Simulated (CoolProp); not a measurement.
Saturation properties of carbonyl sulfide (Tc = 378.8 K, pc = 6369 kPa, ω = 0.098).

Model: reference Helmholtz-energy equation of state, Lemmon 2006, in CoolProp. It is a short technical equation, of lower accuracy than the large ones.

```json
[
 {"T (K)": "235", "p (kPa)": "171.3", "liquid density (kg/m³)": "1148", "vapour density (kg/m³)": "5.492"},
 {"T (K)": "238", "p (kPa)": "193.5", "liquid density (kg/m³)": "1142", "vapour density (kg/m³)": "6.149"},
 {"T (K)": "240.9", "p (kPa)": "217.0", "liquid density (kg/m³)": "1135", "vapour density (kg/m³)": "6.840"},
 {"T (K)": "243.9", "p (kPa)": "243.5", "liquid density (kg/m³)": "1128", "vapour density (kg/m³)": "7.615"},
 {"T (K)": "246.9", "p (kPa)": "272.5", "liquid density (kg/m³)": "1121", "vapour density (kg/m³)": "8.455"},
 {"T (K)": "249.9", "p (kPa)": "304.0", "liquid density (kg/m³)": "___", "vapour density (kg/m³)": "9.364"},
 {"T (K)": "252.8", "p (kPa)": "337.0", "liquid density (kg/m³)": "1108", "vapour density (kg/m³)": "___"},
 {"T (K)": "255.8", "p (kPa)": "374.0", "liquid density (kg/m³)": "1101", "vapour density (kg/m³)": "11.37"},
 {"T (K)": "258.8", "p (kPa)": "413.9", "liquid density (kg/m³)": "1094", "vapour density (kg/m³)": "12.50"},
 {"T (K)": "261.8", "p (kPa)": "456.9", "liquid density (kg/m³)": "1086", "vapour density (kg/m³)": "13.72"},
 {"T (K)": "264.8", "p (kPa)": "503.1", "liquid density (kg/m³)": "1079", "vapour density (kg/m³)": "15.03"},
 {"T (K)": "267.7", "p (kPa)": "551.1", "liquid density (kg/m³)": "1072", "vapour density (kg/m³)": "16.39"},
 {"T (K)": "270.7", "p (kPa)": "604.2", "liquid density (kg/m³)": "1064", "vapour density (kg/m³)": "17.88"},
 {"T (K)": "273.7", "p (kPa)": "661.0", "liquid density (kg/m³)": "1057", "vapour density (kg/m³)": "19.49"},
 {"T (K)": "276.7", "p (kPa)": "721.6", "liquid density (kg/m³)": "1049", "vapour density (kg/m³)": "___"}
]
```

Problem. Some entries are withheld; supply them.

Solution. 
- 249.9, liquid density (kg/m³): 1115
- 252.8, vapour density (kg/m³): 10.31
- 276.7, vapour density (kg/m³): 21.20

It boils at 223.0 K under 1 atm.
